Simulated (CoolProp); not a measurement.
Vapour pressure (MPa) of c-C4F8 (RC318): the reference equation beside estimates from Tc = 115.2 °C, pc = 2.778 MPa, ω = 0.355.

Computed with CoolProp (reference Helmholtz-energy equation of state, Platzer 1990). This equation is an older, rougher fit; its heat capacities, sound speeds and derivatives of the liquid may be far off and weren't checked against measurements.

| T (°C) | reference | van der Waals | Redlich-Kwong |
|---|---|---|---|
| -7.95 | 0.09330 | ? | 0.1963 |
| 5.55 | 0.1595 | ? | ? |
| 19.15 | 0.2581 | 0.7979 | 0.4352 |
| 32.75 | 0.3975 | ? | 0.6109 |
| 46.25 | 0.5857 | 1.208 | 0.8287 |
| 59.85 | ? | 1.456 | 1.097 |
| 73.45 | 1.158 | ? | 1.417 |
| 86.95 | ? | 2.038 | 1.792 |
| 100.55 | 2.074 | ? | 2.231 |

Some entries are withheld; supply them.


- -7.95, van der Waals: 0.4900
- 5.55, van der Waals: 0.6313
- 5.55, Redlich-Kwong: 0.2985
- 32.75, van der Waals: 0.9905
- 59.85, reference: 0.8359
- 73.45, van der Waals: 1.733
- 86.95, reference: 1.563
- 100.55, van der Waals: 2.377

Absolute difference from the reference over all 9 rows, mean and median: van der Waals 150.5 and 106.2 %, Redlich-Kwong 48.6 and 41.5 %.
